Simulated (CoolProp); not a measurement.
Vapour-liquid equilibrium of R143a (1) + propane (2) at 1.17 MPa; x and y are mole fractions of (1).

Computed with CoolProp (multi-fluid Helmholtz-energy mixture model, Lemmon and Jacobsen 2000 and Lemmon 2009; pair parameters Bell 2016).

```json
[
 {"x": "0.05", "bubble temperature, mixture model (K)": "302.0", "bubble temperature, Raoult's law (K)": "305.8", "y, mixture model": "0.124", "y, Raoult's law": "0.065"},
 {"x": "0.125", "bubble temperature, mixture model (K)": "297.3", "bubble temperature, Raoult's law (K)": "304.8", "y, mixture model": "0.254", "y, Raoult's law": "0.160"},
 {"x": "0.2", "bubble temperature, mixture model (K)": "294.4", "bubble temperature, Raoult's law (K)": "303.8", "y, mixture model": "0.342", "y, Raoult's law": "0.249"},
 {"x": "0.275", "bubble temperature, mixture model (K)": "292.4", "bubble temperature, Raoult's law (K)": "302.9", "y, mixture model": "0.407", "y, Raoult's law": "0.335"},
 {"x": "0.35", "bubble temperature, mixture model (K)": "291.1", "bubble temperature, Raoult's law (K)": "302.0", "y, mixture model": "0.458", "y, Raoult's law": "0.417"},
 {"x": "0.425", "bubble temperature, mixture model (K)": "290.3", "bubble temperature, Raoult's law (K)": "301.2", "y, mixture model": "0.503", "y, Raoult's law": "0.495"},
 {"x": "0.5", "bubble temperature, mixture model (K)": "289.7", "bubble temperature, Raoult's law (K)": "300.3", "y, mixture model": "0.546", "y, Raoult's law": "0.570"},
 {"x": "0.575", "bubble temperature, mixture model (K)": "289.5", "bubble temperature, Raoult's law (K)": "299.5", "y, mixture model": "0.588", "y, Raoult's law": "0.642"},
 {"x": "0.65", "bubble temperature, mixture model (K)": "289.5", "bubble temperature, Raoult's law (K)": "298.7", "y, mixture model": "0.635", "y, Raoult's law": "0.711"},
 {"x": "0.725", "bubble temperature, mixture model (K)": "289.8", "bubble temperature, Raoult's law (K)": "297.9", "y, mixture model": "0.687", "y, Raoult's law": "0.777"},
 {"x": "0.8", "bubble temperature, mixture model (K)": "290.5", "bubble temperature, Raoult's law (K)": "297.2", "y, mixture model": "0.749", "y, Raoult's law": "0.841"},
 {"x": "0.875", "bubble temperature, mixture model (K)": "291.7", "bubble temperature, Raoult's law (K)": "296.5", "y, mixture model": "0.825", "y, Raoult's law": "0.903"},
 {"x": "0.95", "bubble temperature, mixture model (K)": "293.6", "bubble temperature, Raoult's law (K)": "295.7", "y, mixture model": "0.921", "y, Raoult's law": "0.962"}
]
```

The largest gap from Raoult's law is -10.9 K in bubble temperature, at x = 0.425. y crosses x between x = 0.575 and 0.65: the model has an azeotrope there.

The pair parameters rest on a limited set of measurements; away from them the model extrapolates.
